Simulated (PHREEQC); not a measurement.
PHREEQC input (ion-association model, phreeqc.dat):

```
SOLUTION_SPECIES
  SO4-2 + 9 H+ + 8 e- = HS- + 4 H2O  # shut off: sulfate is not reduced
    -log_k -100
    -delta_h 0
    -analytic -100
SOLUTION 1
  temp 25
  units mol/kgw
  pH 7 charge
  S(6) 0.17
  Na 0.34
END
SELECTED_OUTPUT 1
  -reset false
  -pH true
  -pe true
  -ionic_strength true
  -water true
  -totals Na S S(-2) S(6) Sg
  -molalities H+ Na+ SO4-2 OH- HSO4- S-2 HS- H2S NaOH NaSO4-
USER_PUNCH 1
  -headings p_H2Sg(g) phi_H2Sg(g) p_H2O(g) phi_H2O(g) density
  10 PUNCH PR_P("H2Sg(g)"), PR_PHI("H2Sg(g)"), PR_P("H2O(g)"), PR_PHI("H2O(g)"), RHO
PRINT
  -reset false
USE solution 1
REACTION_TEMPERATURE 1
  50
GAS_PHASE 1
  -fixed_pressure
  -pressure 1
  -temperature 50
  -volume 20
  H2Sg(g) 1
  H2O(g) 0
END
# ... the last block is repeated for the other 6 points of P (atm)
```

Selected output (columns that matter, 7 of 7 rows; P (atm) added in front):

```
P (atm)	pH	mu	Na	S	Sg	m_H+	m_Na+	m_SO4-2	m_OH-	p_H2Sg(g)	phi_H2Sg(g)	p_H2O(g)	phi_H2O(g)	density
1	4.3731	0.42008	0.34061	0.1703	0.043906	5.5554e-05	0.2953	0.12472	2.0187e-09	0.87858	0.99367	0.12142	0.99099	1.0086
2	4.2095	0.41999	0.34057	0.17029	0.09288	8.0968e-05	0.29529	0.12462	1.3849e-09	1.8776	0.98725	0.12239	0.98302	1.0086
3	4.1182	0.41995	0.34057	0.17029	0.14105	9.9908e-05	0.29531	0.12454	1.1222e-09	2.8766	0.98086	0.12337	0.97508	1.0086
5	4.0064	0.4199	0.34058	0.17029	0.23504	0.00012923	0.29534	0.12443	8.675e-10	4.8746	0.96816	0.12537	0.95925	1.0085
7.5	3.9201	0.41986	0.3406	0.1703	0.34824	0.00015763	0.29538	0.12433	7.1112e-10	7.372	0.95237	0.12797	0.93954	1.0085
10	3.8604	0.41984	0.34062	0.17031	0.45676	0.00018088	0.29541	0.12424	6.1971e-10	9.8693	0.93666	0.13068	0.91991	1.0084
15	3.7788	0.4198	0.34067	0.17034	0.6601	0.00021823	0.29548	0.12411	5.1375e-10	14.864	0.90548	0.13648	0.88078	1.0084
```

Species that the database lacks are ignored. Constants without temperature data keep their 25 °C values here.
